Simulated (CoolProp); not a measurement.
A single-stage vapour-compression cycle with cyclopropane: evaporating at 320.15 K (dew point), condensing at 385.15 K (bubble point), superheat 2 K, subcooling 8 K, compressor efficiency 0.85, no pressure losses. Each further row changes one setting.

Computed with CoolProp (reference Helmholtz-energy equation of state, Polt 1992). This equation is an older, rougher fit; its heat capacities, sound speeds and derivatives of the liquid may be far off and weren't checked against measurements.

| case | cooling COP | pressure ratio | discharge temperature (K) | refrigerating effect (kJ/kg) | volumetric capacity (kJ/m³) |
|---|---|---|---|---|---|
| as stated | 2.68 | 3.57 | 402.6 | 209 | 5050 |
| evaporating temperature 325.15 K | 3.03 | 3.18 | 401.3 | … | … |
| condensing temperature 380.15 K | 3.10 | 3.28 | 396.8 | 226 | 5460 |
| subcooling 13 K | 2.92 | 3.57 | 402.6 | 227 | … |
| superheat 12 K | 2.75 | 3.57 | 410.7 | … | 5200 |
| compressor efficiency 0.75 | 2.37 | 3.57 | 406.0 | 209 | 5050 |

### Question
Some entries are withheld; supply them.

### Answer

- evaporating temperature 325.15 K, refrigerating effect (kJ/kg): 212
- evaporating temperature 325.15 K, volumetric capacity (kJ/m³): 5770
- subcooling 13 K, volumetric capacity (kJ/m³): 5490
- superheat 12 K, refrigerating effect (kJ/kg): 228
